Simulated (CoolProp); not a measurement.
C2F6 (R116) along the isobar 16000 kPa: Z from the reference equation and from simpler models built on Tc = 293.0 K, pc = 3048 kPa, ω = 0.257; each cubic takes its own stable root.

Values from CoolProp's reference Helmholtz-energy equation of state, Lemmon 2006. It is a short technical equation, of lower accuracy than the large ones.

```tsv
T (K)	phase	reference
196.2	liquid	0.8134
228.9	liquid	0.7523
261.5	liquid	0.7193
294.2	supercritical	0.7108
326.9	supercritical	0.7268
359.6	supercritical	0.7660
392.3	supercritical	0.8213
425	supercritical	0.8810
```

Problem. How far does each simpler model (van der Waals, Redlich-Kwong, Soave-Redlich-Kwong, Peng-Robinson) lie from the reference over these 8 states: mean and median of the absolute difference, and the worst?

Solution. 
- van der Waals: mean 26.2 %, median 28.2 %, worst +48.5 % at 196.2 K and 16000 kPa
- Redlich-Kwong: mean 3.7 %, median 3.9 %, worst -5.6 % at 425 K and 16000 kPa
- Soave-Redlich-Kwong: mean 4.2 %, median 4.1 %, worst +5.9 % at 392.3 K and 16000 kPa
- Peng-Robinson: mean 5.4 %, median 6.0 %, worst -8.6 % at 228.9 K and 16000 kPa
